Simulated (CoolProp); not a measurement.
A single-stage vapour-compression cycle with R152A: evaporating at 320.15 K (dew point), condensing at 371.15 K (bubble point), superheat 5 K, subcooling 0 K, compressor efficiency 0.65, no pressure losses. Each further row changes one setting.

Values from CoolProp's reference Helmholtz-energy equation of state, Outcalt 1996. It is a modified Benedict-Webb-Rubin equation, recast in Helmholtz form.

```tsv
case	cooling COP	pressure ratio	discharge temperature (K)	refrigerating effect (kJ/kg)	volumetric capacity (kJ/m³)
as stated	2.53	3.09	397.7	144	4760
evaporating temperature 325.15 K	2.93	(withheld)	395.4	146	5520
condensing temperature 366.15 K	3.03	(withheld)	391.0	157	(withheld)
subcooling 5 K	(withheld)	3.09	397.7	159	(withheld)
superheat 15 K	2.59	3.09	(withheld)	158	(withheld)
compressor efficiency 0.55	2.14	3.09	403.4	144	4760
```

**Question.** Some entries are withheld; supply them.

**Answer.** 
- evaporating temperature 325.15 K, pressure ratio: 2.72
- condensing temperature 366.15 K, pressure ratio: 2.80
- condensing temperature 366.15 K, volumetric capacity (kJ/m³): 5200
- subcooling 5 K, cooling COP: 2.79
- subcooling 5 K, volumetric capacity (kJ/m³): 5250
- superheat 15 K, discharge temperature (K): 407.7
- superheat 15 K, volumetric capacity (kJ/m³): 4920
